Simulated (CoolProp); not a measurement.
Ammonia along the isotherm 258.1 K: Z from the reference equation and from simpler models built on Tc = 405.6 K, pc = 11.36 MPa, ω = 0.256; each cubic takes its own stable root.

Computed with CoolProp (reference Helmholtz-energy equation of state, Gao 2020).

| p (MPa) | phase | reference |
|---|---|---|
| 0.0898 | gas | 0.9827 |
| 0.132 | gas | 0.9743 |
| 0.194 | gas | 0.9617 |
| 0.284 | liquid | 0.003422 |
| 0.417 | liquid | 0.005024 |
| 0.612 | liquid | 0.007372 |
| 0.898 | liquid | 0.01081 |
| 1.32 | liquid | 0.01589 |
| 1.94 | liquid | 0.02334 |
| 2.84 | liquid | 0.03414 |
| 4.17 | liquid | 0.05007 |
| 6.12 | liquid | 0.07336 |
| 8.98 | liquid | 0.1074 |
| 13.2 | liquid | 0.1573 |
| 19.4 | liquid | 0.2300 |
| 28.4 | liquid | 0.3344 |

Q: How far does each simpler model (van der Waals, Redlich-Kwong, Soave-Redlich-Kwong, Peng-Robinson) lie from the reference over these 16 states: mean and median of the absolute difference, and the worst?

A: 
- van der Waals: mean 4698.9 %, median 89.9 %, worst +28491.5 % at 258.1 K and 0.284 MPa
- Redlich-Kwong: mean 2966.8 %, median 30.1 %, worst +28231.4 % at 258.1 K and 0.284 MPa
- Soave-Redlich-Kwong: mean 21.3 %, median 26.0 %, worst +26.1 % at 258.1 K and 0.284 MPa
- Peng-Robinson: mean 9.6 %, median 11.6 %, worst +11.8 % at 258.1 K and 28.4 MPa

At some of these states van der Waals, Redlich-Kwong gives the other phase, because its saturation line lies elsewhere.
